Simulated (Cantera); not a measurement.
Equilibrium for chemical vapour transport: Fe3O4 + HCl + O2 + Cl2

Charge: 1 mol Fe3O4, 0.18 mol HCl, 1.3 mol O2, 0.082 mol Cl2, at 0.0100 bar.

Method: chemical equilibrium by Gibbs-energy minimisation in Cantera with the NASA 1993 tables (ideal gas, pure condensed phases). Candidate condensed phases: Fe, FeCl2, FeCl3, FeO, Fe(OH)2, Fe(OH)3, Fe2O3, Fe3O4, H2O; 22 gas species. Condensed phases not in the tables: FeOCl. Equilibrium is a limit: real reactors are often held back by kinetics, nucleation or transport.

```tsv
T (K)	x O2	x HCl	x Cl2	x FeCl2	x Cl	x H2O	n Fe2O3(s)	n Fe3O4(s)
750	0.798	0.0862	0.0897	1.28e-9	8.13e-6	0.0264	1.50	0
825	0.799	0.103	0.0808	5.25e-8	4.67e-5	0.0178	1.50	0
900	0.799	0.115	0.0744	1.13e-6	0.000202	0.0117	1.50	0
975	0.799	0.122	0.0699	1.50e-5	0.000700	0.00776	1.50	0
1050	0.799	0.127	0.0659	0.000134	0.00203	0.00527	1.50	0
1125	0.799	0.129	0.0607	0.000860	0.00506	0.00378	1.50	0
1200	0.798	0.130	0.0516	0.00394	0.0107	0.00302	1.50	0
1275	0.796	0.129	0.0368	0.0123	0.0189	0.00293	1.49	0
1350	0.795	0.126	0.0204	0.0253	0.0272	0.00366	1.48	0
1425	0.793	0.120	0.00926	0.0368	0.0331	0.00558	1.47	0
1500	0.792	0.113	0.00396	0.0446	0.0368	0.00890	1.47	0
1575	0.820	0.0885	0.00161	0.0403	0.0379	0.0109	0	0.978
1650	0.818	0.0811	0.000833	0.0426	0.0423	0.0144	0	0.977
```
x: gas mole fraction; n: condensed amount in mol.

From 750 K to 1500 K the condensed part is Fe2O3(s). From 1575 K to 1650 K the condensed part is Fe3O4(s). The main Fe-bearing gas is FeCl3 at 750 K and FeCl2 at 1650 K.
